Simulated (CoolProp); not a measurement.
A single-stage vapour-compression cycle with the fluid: evaporating at 239.15 K (dew point), condensing at 288.15 K (bubble point), superheat 10 K, subcooling 2 K, compressor efficiency 0.85, no pressure losses. The same conditions are run with several fluids, on thermodynamics alone (safety and materials aside).

The numbers come from the reference Helmholtz-energy equation of state of each fluid (R404A: Lemmon 2003; R236FA: Pan 2012; CH3F (R41): Lemmon 2006; carbon dioxide: Span 1996; R22: Kamei 1995; R143a: Lemmon and Jacobsen 2000) in CoolProp. Blends and air are pseudo-pure fits.

Task: Rank R404A, R236FA, CH3F (R41), carbon dioxide, R22, R143a by cooling COP, highest first.

Result: R22 (3.40), R236FA (3.38), R143a (3.27), R404A (3.19), CH3F (R41) (2.98), carbon dioxide (2.68)

```json
[
 {"fluid": "R404A", "pressure ratio": "5.59", "discharge temperature (K)": "312.3", "refrigerating effect (kJ/kg)": "137", "volumetric capacity (kJ/m³)": "1170"},
 {"fluid": "R236FA", "pressure ratio": "9.22", "discharge temperature (K)": "301.0", "refrigerating effect (kJ/kg)": "127", "volumetric capacity (kJ/m³)": "196"},
 {"fluid": "CH3F (R41)", "pressure ratio": "4.21", "discharge temperature (K)": "358.1", "refrigerating effect (kJ/kg)": "314", "volumetric capacity (kJ/m³)": "4190"},
 {"fluid": "carbon dioxide", "pressure ratio": "4.09", "discharge temperature (K)": "360.8", "refrigerating effect (kJ/kg)": "214", "volumetric capacity (kJ/m³)": "6460"},
 {"fluid": "R22", "pressure ratio": "5.72", "discharge temperature (K)": "340.3", "refrigerating effect (kJ/kg)": "182", "volumetric capacity (kJ/m³)": "1090"},
 {"fluid": "R143a", "pressure ratio": "5.28", "discharge temperature (K)": "314.7", "refrigerating effect (kJ/kg)": "158", "volumetric capacity (kJ/m³)": "1240"}
]
```
